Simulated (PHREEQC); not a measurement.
# Alkaline etch or developer (model solution)

Make-up at 40 °C: 0.0011 mol TMAH, 0.00016 mol H4SiO4 and 0.022 mol K2CO3 per kg of water. Closed to the air; pH follows from the charge balance.

Equilibrium calculation in PHREEQC: ion-association model, phreeqc.dat.

Each row changes one thing in this solution. No solid was allowed to form.

| case | pH | ionic strength (mol/kgw) | CO3-2 (mol/kgw) | HCO3- (mol/kgw) | CO2 (mol/kgw) |
|---|---|---|---|---|---|
| as made | 10.92 | 0.0650 | 0.0199 | 0.00212 | 4.07e-8 |
| diluted 2-fold with water | 10.78 | 0.0319 | 0.00939 | 0.00161 | 4.52e-8 |
| H4SiO4 left out | 10.93 | 0.0650 | 0.0199 | 0.00206 | 3.83e-8 |
| H4SiO4 replaced by H2SiF6 at the same molality | 10.83 | 0.0646 | 0.0195 | 0.00253 | 5.91e-8 |
| K2CO3 from 0.022 to 0.0044 mol/kgw | 10.72 | 0.0135 | 0.00360 | 0.000801 | 2.67e-8 |
| H4SiO4 from 0.00016 to 0.00024 mol/kgw | 10.91 | 0.0649 | 0.0198 | 0.00215 | 4.19e-8 |

Species that the database lacks are ignored. (CH3)4N+ isn't in the database: it is added as a free cation with an ion size of 4 Å. Away from 25 °C the constants follow the database's enthalpies or fits; those with neither stay at their 25 °C values. SiF6-2 is the database's only silicon fluoride.
